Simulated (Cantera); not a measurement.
What does this Cantera script print?

```python
import numpy as np
import cantera as ct

gas = ct.Solution("gri30.yaml")
gas.TPX = 423, 60000, {'CH4': 1, 'O2': 2.15, 'N2': 6.02}
flame = ct.FreeFlame(gas, width=0.057)
flame.set_refine_criteria(ratio=3, slope=0.08, curve=0.16)
flame.transport_model = "mixture-averaged"
flame.solve(loglevel=0, auto=True)
flame.transport_model = "multicomponent"
flame.soret_enabled = False
flame.solve(loglevel=0, refine_grid=True)
z, T = flame.grid, flame.T
thick = (T[-1] - T[0]) / np.gradient(T, z).max()
show = ['CH4', 'O2', 'N2O', 'CO', 'H2O2', 'CH3']
print(f"laminar burning velocity  {flame.velocity[0] * 100:.3f} cm/s")
print(f"burnt temperature         {T[-1]:.1f} K")
print(f"thermal thickness         {thick * 1e3:.4f} mm")
print(f"grid points               {len(z)}")
z0 = z[flame.heat_release_rate.argmax()]
print(f"{'z/mm':>9s}{'T/K':>9s}{'u/(m/s)':>9s}" + "".join(f"{s:>11s}" for s in show))
rows = []
for k in (-3, -2, -1.5, -1, -0.5, -0.25, 0, 0.25, 0.5, 1, 2, 4, 8):
    zz = z0 + k * thick
    rows.append([k * thick, np.interp(zz, z, T), np.interp(zz, z, flame.velocity),
                 *(np.interp(zz, z, flame.X[gas.species_index(s)]) for s in show)])
    print(f"{rows[-1][0] * 1e3:9.3f}{rows[-1][1]:9.1f}{rows[-1][2]:9.3f}" + "".join(f"{x:11.3e}" for x in rows[-1][3:]))
```

Result:

```
laminar burning velocity  116.128 cm/s
burnt temperature         2423.6 K
thermal thickness         0.4453 mm
grid points               160
     z/mm      T/K  u/(m/s)        CH4         O2        N2O         CO       H2O2        CH3
   -1.336    423.0    1.162  1.090e-01  2.344e-01  7.233e-15  2.495e-07  1.479e-09  3.791e-09
   -0.891    423.4    1.164  1.088e-01  2.340e-01  2.979e-13  6.297e-06  3.734e-08  7.877e-08
   -0.668    426.4    1.175  1.085e-01  2.334e-01  4.157e-12  5.568e-05  3.255e-07  5.916e-07
   -0.445    466.4    1.293  1.058e-01  2.297e-01  1.239e-10  8.897e-04  4.122e-06  7.871e-06
   -0.223    900.0    2.541  7.916e-02  1.953e-01  4.256e-09  1.463e-02  1.243e-05  4.702e-04
   -0.111   1370.2    3.923  4.386e-02  1.477e-01  1.431e-08  3.648e-02  8.040e-06  2.838e-03
    0.000   1796.7    5.200  1.097e-02  9.195e-02  3.465e-08  5.904e-02  1.600e-06  2.938e-03
    0.111   1972.0    5.719  9.828e-04  5.847e-02  5.951e-08  6.031e-02  4.009e-07  4.382e-04
    0.223   2015.4    5.828  4.818e-05  4.598e-02  7.656e-08  5.121e-02  2.483e-07  2.361e-05
    0.445   2058.8    5.917  1.465e-07  3.933e-02  8.512e-08  3.972e-02  2.193e-07  7.801e-08
    0.891   2117.4    6.051  2.003e-11  3.604e-02  8.871e-08  3.301e-02  1.847e-07  1.224e-11
    1.781   2193.4    6.236  1.824e-16  3.345e-02  9.954e-08  2.981e-02  1.511e-07  8.405e-16
    3.563   2280.9    6.446  4.958e-17  3.050e-02  1.224e-07  2.622e-02  1.286e-07  3.911e-16
```

Model: GRI-Mech 3.0 (53 species, 325 reactions), integrated in Cantera. Burning velocities carry a grid error of a few per cent, more on coarse grids.
